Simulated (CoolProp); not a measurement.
Values from CoolProp's reference Helmholtz-energy equation of state, Thol 2014.

For diethyl ether, give the phase and the density (kg/m³), fugacity coefficient at 221.95 °C and 0.929 MPa.


- 221.95 °C and 0.929 MPa: gas; density 18.1, fugacity coefficient 0.931
